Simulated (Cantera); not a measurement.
Iron carbonyl, mercury and lead vapours: Pb + CO + N2 + NH3

Charge: 1 mol Pb, 0.054 mol CO, 17 mol N2, 0.81 mol NH3, held at 1.00 bar.

Method: chemical equilibrium by Gibbs-energy minimisation in Cantera with the NASA 1993 tables (ideal gas, pure condensed phases). Candidate condensed phases: C, C6H6, C7H8, C8H18, H2O, Pb, PbO, PbO2, Pb3O4; 139 gas species. Kinetics and transport are ignored.

From 848 K to 1548 K the condensed part is Pb(l). At 1648 K nothing is condensed. The main Pb-bearing gas is Pb throughout.

```json
[
 {"T (K)": "848", "log p N2": "-0.03", "log p H2": "-1.21", "log p Pb": "-6.52", "log p CO": "-2.83", "n Pb(l)": "1.000"},
 {"T (K)": "948", "log p N2": "-0.03", "log p H2": "-1.19", "log p Pb": "-5.32", "log p CO": "-2.60", "n Pb(l)": "1.000"},
 {"T (K)": "1048", "log p N2": "-0.03", "log p H2": "-1.19", "log p Pb": "-4.35", "log p CO": "-2.55", "n Pb(l)": "0.999"},
 {"T (K)": "1148", "log p N2": "-0.03", "log p H2": "-1.19", "log p Pb": "-3.55", "log p CO": "-2.54", "n Pb(l)": "0.995"},
 {"T (K)": "1248", "log p N2": "-0.03", "log p H2": "-1.19", "log p Pb": "-2.89", "log p CO": "-2.54", "n Pb(l)": "0.976"},
 {"T (K)": "1348", "log p N2": "-0.03", "log p H2": "-1.19", "log p Pb": "-2.32", "log p CO": "-2.54", "n Pb(l)": "0.910"},
 {"T (K)": "1448", "log p N2": "-0.04", "log p H2": "-1.19", "log p Pb": "-1.84", "log p CO": "-2.55", "n Pb(l)": "0.723"},
 {"T (K)": "1548", "log p N2": "-0.05", "log p H2": "-1.20", "log p Pb": "-1.42", "log p CO": "-2.56", "n Pb(l)": "0.252"},
 {"T (K)": "1648", "log p N2": "-0.05", "log p H2": "-1.21", "log p Pb": "-1.29", "log p CO": "-2.56", "n Pb(l)": "0"}
]
```
log p: log10 of the partial pressure in bar; n: condensed amount in mol.
